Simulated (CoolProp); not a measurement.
Vapour-liquid equilibrium of dimethyl ether (1) + R134a (2) at 10.7 kPa; x and y are mole fractions of (1).

The numbers come from the multi-fluid Helmholtz-energy mixture model, Wu 2011 and Tillner-Roth 1994; pair parameters Bell 2016 in CoolProp.

```tsv
x	bubble temperature, mixture model (K)	bubble temperature, Raoult's law (K)	y, mixture model	y, Raoult's law
0.05	207.5	207.2	0.038	0.052
0.2	208.0	207.1	0.166	0.206
0.35	208.4	207.1	0.321	0.359
0.5	208.6	207.0	0.498	0.510
0.65	208.4	206.9	0.681	0.659
0.8	207.9	206.8	0.845	0.806
0.95	207.0	206.7	0.969	0.952
```

The largest gap from Raoult's law is +1.6 K in bubble temperature, at x = 0.5. y crosses x between x = 0.5 and 0.65: the model has an azeotrope there.

Pair parameters are fitted to limited data, so mixtures are less certain than the pure fluids.
